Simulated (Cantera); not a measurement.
Feed: 1 mol MgCO₃, 0.14 mol CO₂, equilibrated at 308 Torr.

Method: chemical equilibrium by Gibbs-energy minimisation in Cantera with the NASA 1993 tables (ideal gas, pure condensed phases). Candidate condensed phases: C, Mg, MgCO₃, MgO; 15 gas species. Equilibrium is a limit: real reactors are often held back by kinetics, nucleation or transport. All values below are at 800 K.

Base state: CO₂ 1.00 (mole fractions); condensed: MgO(s).

**Question.** What changes in the equilibrium state with this change: MgCO₃ replaced by MgSO₄?

**Answer.** 
| species | before | after |
|---|---|---|
| CO₂ | 1.00 | 1.00 |
| MgO(s), mol | 1.00 | 0 |
| MgSO₄(s), mol | 0 | 1.00 |
Further candidate phases: MgS, MgSO₄, S.

**Question.** What changes in the equilibrium state with this change: MgCO₃ replaced by CaCO₃?

**Answer.** 
| species | before | after |
|---|---|---|
| CO₂ | 1.00 | 1.00 |
| MgO(s), mol | 1.00 | 0 |
| CaCO₃(calcite), mol | 0 | 1.00 |
Further candidate phases: Ca, CaCO₃, CaO.
